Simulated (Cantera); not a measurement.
Feed: 1 mol C3H6, 5.6 mol H2, a varied amount of N2, equilibrated at 2750 °C and 87.0 mbar.

Equilibrium computed with Cantera from the NASA thermochemical tables; the gas is ideal and each condensed phase is pure. Candidate condensed phases: C, C6H6, C7H8, C8H18; 92 gas species. The numbers say what is thermodynamically allowed, not how fast it happens.

Question: What share of the C ends up in condensed phases as a function of n(N2) (mol), at 0.39, 0.85, 1.9, 4.1, 8.9, 20, 43?

Answer: 
| n(N2) (mol) | C condensed (%) | as |
|---|---|---|
| 0.39 | 53.1 | C(graphite) |
| 0.85 | 47.2 | C(graphite) |
| 1.9 | 38.0 | C(graphite) |
| 4.1 | 25.1 | C(graphite) |
| 8.9 | 6.0 | C(graphite) |
| 20 | 0.0 | - |
| 43 | 0.0 | - |
